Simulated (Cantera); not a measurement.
Ammonia decomposition in nitride growth gas

An isothermal, constant-pressure homogeneous reactor starts with 90.9 % NH3, 9.09 % N2, at 2125 K and 0.930 bar.

Cantera simulation using the gas-phase N/H chemistry of the illustrative SiF4/NH3 mechanism in the Surface Chemkin manual (1991); the numbers are that mechanism's predictions, not measurements. Walls and surfaces, which speed up NH3 decomposition in real reactors, are not modelled.

```tsv
t (s)	x NH3	x H	x N2H2	x N2H4	x NH	x N
0.000200	0.886	1.83e-5	1.42e-5	1.01e-6	2.18e-5	1.97e-7
0.000522	0.849	4.34e-5	1.30e-5	8.64e-7	2.51e-5	4.78e-7
0.00136	0.763	0.000101	1.07e-5	6.56e-7	2.88e-5	9.63e-7
0.00356	0.589	0.000225	7.06e-6	4.17e-7	3.03e-5	1.48e-6
0.00928	0.332	0.000475	3.20e-6	1.83e-7	2.73e-5	1.85e-6
0.0242	0.101	0.000965	7.57e-7	3.59e-8	1.89e-5	2.01e-6
0.0632	0.00882	0.00223	4.20e-8	1.17e-9	7.31e-6	1.66e-6
0.165	0.000589	0.00317	4.90e-10	1.05e-11	9.82e-7	3.17e-7
0.431	0.000147	0.00320	3.24e-11	<1e-12	2.50e-7	8.13e-8
1.12	4.98e-5	0.00320	4.72e-12	<1e-12	8.44e-8	2.75e-8
2.94	1.86e-5	0.00320	1.65e-12	<1e-12	3.15e-8	1.03e-8
7.66	7.98e-6	0.00320	1.24e-12	<1e-12	1.35e-8	4.41e-9
20.0	5.15e-6	0.00320	1.19e-12	<1e-12	8.73e-9	2.85e-9
```
x: mole fraction; the columns are a selection and need not sum to one.

Equilibrium at this temperature and pressure: NH3 4.92e-6, H 0.00320, N2H2 1.18e-12, N2H4 <1e-12, NH 8.34e-9, N 2.72e-9 (gas phase only).
